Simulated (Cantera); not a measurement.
Moist CO burnout

An isothermal, constant-pressure homogeneous reactor starts with CO : O2 : H2O : N2 = 0.0036 : 0.026 : 0.0031 : 1 (molar parts), equivalence ratio 0.069, at 1298 K and 1.00 bar.

Cantera simulation using GRI-Mech 3.0 (53 species, 325 reactions); the numbers are that mechanism's predictions, not measurements.

```
t (s)        x CO    x O2    x H2O     x N2O     x NO2       x O
--------  -------  ------  -------  --------  --------  --------
1.00e-6   0.00349  0.0252  0.00300    <1e-12    <1e-12  1.82e-11
5.85e-6   0.00349  0.0252  0.00300    <1e-12    <1e-12  1.06e-10
3.42e-5   0.00349  0.0252  0.00300    <1e-12    <1e-12  6.14e-10
0.000200  0.00349  0.0252  0.00300    <1e-12    <1e-12   3.62e-9
0.00117   0.00349  0.0252  0.00300  1.89e-11    <1e-12   8.68e-8
0.00684   0.00178  0.0242  0.00293   3.72e-7  1.36e-10  0.000212
0.0400    7.14e-5  0.0235  0.00300   9.20e-7   1.98e-9   9.41e-6
0.234     1.46e-6  0.0235  0.00301   7.74e-7   1.71e-9   3.54e-7
1.37      1.01e-8  0.0235  0.00301   1.39e-7  6.83e-10   4.24e-8
8.00      3.37e-9  0.0235  0.00301   1.07e-8  6.04e-10   2.63e-8
```
x: mole fraction; the columns are a selection and need not sum to one.

Equilibrium at this temperature and pressure: CO 3.38e-9, O2 0.0234, H2O 0.00301, N2O 1.07e-8, NO2 5.29e-7, O 2.63e-8 (gas phase only).
